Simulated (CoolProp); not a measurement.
Vapour-liquid equilibrium of n-heptane (1) + m-xylene (2) at 124.35 °C; x and y are mole fractions of (1).

Computed with CoolProp (multi-fluid Helmholtz-energy mixture model, Span 2003 and Zhou 2012; pair parameters Bell 2016).

Question: Give the bubble pressure and the first vapour's composition at x = 0.65, 0.85, 0.95. Is there an azeotrope?

Answer: x = 0.65: 0.1617 MPa, y = 0.829; x = 0.85: 0.1863 MPa, y = 0.931; x = 0.95: 0.1988 MPa, y = 0.978. No azeotrope shows between x = 0.05 and 0.95.

The pair parameters rest on a limited set of measurements; away from them the model extrapolates.
